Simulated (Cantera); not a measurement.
Input: 1 mol SiO₂, 7.3 mol HBr, equilibrated at 1823 K and 1000 Pa.

Cantera equilibrium calculation (NASA polynomials, part measured and part estimated; ideal gas, pure solids and liquids). Candidate condensed phases: Br₂, H₂O, Si, SiO₂; 28 gas species. The tables hold silica as quartz up to 1696 K and as liquid above; real silica turns to tridymite and cristobalite and melts near 1996 K. Equilibrium is a limit: real reactors are often held back by kinetics, nucleation or transport.

Base state: HBr 0.593, Br 0.266, H₂ 0.126, H₂O 0.00657, SiO 0.00655, H 0.00154, Br₂ 0.000461 (mole fractions); condensed: SiO₂(condensed).

**Question.** What changes in the equilibrium state with this change: temperature from 1823 K to 1750 K?

**Answer.** 
```
species                 before     after
--------------------  --------  --------
HBr                      0.593     0.673
Br                       0.266     0.215
H₂                       0.126     0.105
SiO                    0.00655   0.00289
H₂O                    0.00657   0.00292
H                      0.00154  0.000753
SiBr₂                  9.71e-6   1.73e-5
Br₂                   0.000461  0.000527
SiO₂(condensed), mol     0.944     0.976
```

**Question.** What changes in the equilibrium state with this change: SiO₂ replaced by CaO?

**Answer.** 
| species | before | after |
|---|---|---|
| HBr | 0.593 | 0.435 |
| Br | 0.266 | 0.213 |
| CaBr₂ | 0 | 0.122 |
| H₂O | 0.00657 | 0.122 |
| H₂ | 0.126 | 0.106 |
| SiO | 0.00655 | 0 |
| OH | 5.58e-6 | 0.000113 |
| Br₂ | 0.000461 | 0.000295 |
| SiO₂(condensed), mol | 0.944 | 0 |
Further candidate phases: Ca, CaBr₂, CaO, Ca(OH)₂.
